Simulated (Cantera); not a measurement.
A closed system holds: 1 mol SiH₄, 0.64 mol Cl₂, 38 mol N₂, equilibrated at 1450 °C and 0.00210 bar.

Cantera equilibrium calculation (NASA polynomials, part measured and part estimated; ideal gas, pure solids and liquids). Candidate condensed phases: NH₄Cl, Si, Si₃N₄; 28 gas species. The tables' values for SiCl, SiCl₃, SiN are old estimates; treat these amounts as uncertain. The numbers say what is thermodynamically allowed, not how fast it happens.

Base state: N₂ 0.934, H₂ 0.0432, HCl 0.0112, SiCl₂ 0.00997, H 0.000827, Si 0.000468, Cl 0.000165, SiCl 0.000161 (mole fractions); condensed: Si(l).

Task: What changes in the equilibrium state with this change: Cl₂ from 0.64 to 0.011 mol?

Result: 
```tsv
species	before	after
N₂	0.934	0.949
H₂	0.0432	0.0492
H	0.000827	0.000883
HCl	0.0112	0.000500
SiCl₂	0.00997	1.76e-5
Si	0.000468	0.000468
SiCl₃	1.76e-5	1.31e-9
SiCl	0.000161	6.75e-6
Cl	0.000165	6.95e-6
Si(l), mol	0.566	0.978
```
The tables' values for SiN are old estimates; treat these amounts as uncertain.
